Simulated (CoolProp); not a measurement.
The fluid at 298.15 K and 4.97 MPa (supercritical) is heated at constant pressure to 381.7 K. The same conditions are run with several fluids, on thermodynamics alone (safety and materials aside).

Model: reference Helmholtz-energy equation of state of each fluid (methane: Setzmann 1991; carbon monoxide: Lemmon 2006; normal hydrogen: Leachman 2009; CF4 (R14): Platzer 1990; C2F6 (R116): Lemmon 2006), in CoolProp. The equations of Platzer and Polt are older, rougher fits.

**Question.** Rank methane, carbon monoxide, normal hydrogen, CF4 (R14), C2F6 (R116) by heat (kJ/kg), highest first.

**Answer.** normal hydrogen (1210), methane (215), C2F6 (R116) (121), carbon monoxide (92.7), CF4 (R14) (71.3)

```tsv
fluid	final density (kg/m³)
methane	25.8
carbon monoxide	43.4
normal hydrogen	3.08
CF4 (R14)	146
C2F6 (R116)	272
```
